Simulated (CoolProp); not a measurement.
Vapour-liquid equilibrium of ethane (1) + C3F8 (R218) (2) at 779 kPa; x and y are mole fractions of (1).

Computed with CoolProp (multi-fluid Helmholtz-energy mixture model, Bücker 2006 and Lemmon 2006; pair parameters Bell 2016).

```csv
x,bubble temperature (K),y at the bubble point,dew temperature at overall composition x (K),liquid density (mol/L)
0.05,285.1,0.225,292.3,7.560
0.15,268.5,0.557,288.3,8.348
0.25,256.5,0.727,284.0,9.065
0.35,249.1,0.808,279.5,9.724
0.45,244.5,0.851,274.5,10.37
0.55,241.7,0.878,268.9,11.06
0.65,239.6,0.898,262.4,11.82
0.75,237.7,0.919,254.5,12.72
0.85,235.9,0.943,244.7,13.79
0.95,234.1,0.977,235.5,15.09
```

No azeotrope shows between x = 0.05 and 0.95.

Pair parameters are fitted to limited data, so mixtures are less certain than the pure fluids.
